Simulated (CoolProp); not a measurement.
The fluid at 260.76 K and 0.182 MPa is throttled through a valve to 0.0351 MPa with no heat exchange. The same conditions are run with several fluids, on thermodynamics alone (safety and materials aside).

The numbers come from the reference Helmholtz-energy equation of state of each fluid (hexamethyldisiloxane (MM): Thol 2016; R236EA: Rui 2013; n-perfluorobutane: Gao 2022; cis-2-butene: Lemmon 2005; propylene glycol: Eisenbach 2021) in CoolProp.

| fluid | temperature change (K) | final phase | final density (kg/m³) |
|---|---|---|---|
| hexamethyldisiloxane (MM) | +0.1 | liquid | [?] |
| R236EA | -4.8 | two-phase, vapour fraction 0.034 | [?] |
| n-perfluorobutane | -13.2 | [?] | 29.9 |
| cis-2-butene | -8.8 | two-phase, vapour fraction 0.042 | 22.0 |
| propylene glycol | +0.1 | liquid | 1060 |

Q: Complete the blanks.

A: 
- hexamethyldisiloxane (MM), final density (kg/m³): 798
- R236EA, final density (kg/m³): 73.0
- n-perfluorobutane, final phase: two-phase, vapour fraction 0.137
